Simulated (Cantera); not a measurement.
Pyrogenic steam for wet oxidation

An isothermal, constant-pressure homogeneous reactor starts with H2 : O2 : N2 = 0.34 : 1 : 2 (molar parts), equivalence ratio 0.17, at 1300 K and 0.987 atm.

Detailed kinetics in Cantera: the H2/O2 subset of GRI-Mech 3.0, which has no nitrogen chemistry. The temperature is held fixed by assumption; the heat of reaction is taken as removed at once.

```csv
t (s),x H2,x O2,x HO2,x O,x OH,x H,x H2O2
2.00e-5,0.0969,0.297,8.31e-5,0.00110,0.000792,0.00193,8.95e-7
5.11e-5,0.00254,0.259,0.000105,0.00502,0.00306,0.00198,6.93e-6
0.000130,0.000283,0.261,3.06e-5,0.000458,0.000786,4.66e-5,2.19e-6
0.000333,4.15e-5,0.262,6.73e-6,6.69e-5,0.000308,2.66e-6,6.98e-7
0.000850,6.12e-6,0.262,1.57e-6,1.41e-5,0.000145,2.50e-7,2.38e-7
0.00217,1.03e-6,0.262,4.36e-7,3.80e-6,7.54e-5,3.39e-8,8.51e-8
0.00554,2.53e-7,0.262,1.48e-7,1.21e-6,4.24e-5,6.05e-9,3.18e-8
0.0141,8.17e-8,0.262,6.62e-8,4.35e-7,2.53e-5,1.31e-9,1.26e-8
0.0361,3.30e-8,0.262,4.64e-8,1.78e-7,1.62e-5,3.62e-10,5.53e-9
0.0922,2.00e-8,0.262,4.53e-8,1.02e-7,1.22e-5,1.73e-10,3.33e-9
0.235,1.83e-8,0.262,4.58e-8,9.12e-8,1.15e-5,1.51e-10,3.01e-9
0.601,1.83e-8,0.262,4.58e-8,9.11e-8,1.15e-5,1.51e-10,3.01e-9
1.53,1.83e-8,0.262,4.58e-8,9.11e-8,1.15e-5,1.51e-10,3.01e-9
3.92,1.83e-8,0.262,4.58e-8,9.11e-8,1.15e-5,1.51e-10,3.01e-9
10.0,1.83e-8,0.262,4.58e-8,9.11e-8,1.15e-5,1.51e-10,3.01e-9
```
x: mole fraction; the columns are a selection and need not sum to one.

Equilibrium at this temperature and pressure: H2 1.83e-8, O2 0.262, HO2 4.58e-8, O 9.11e-8, OH 1.15e-5, H 1.51e-10, H2O2 3.01e-9 (gas phase only).
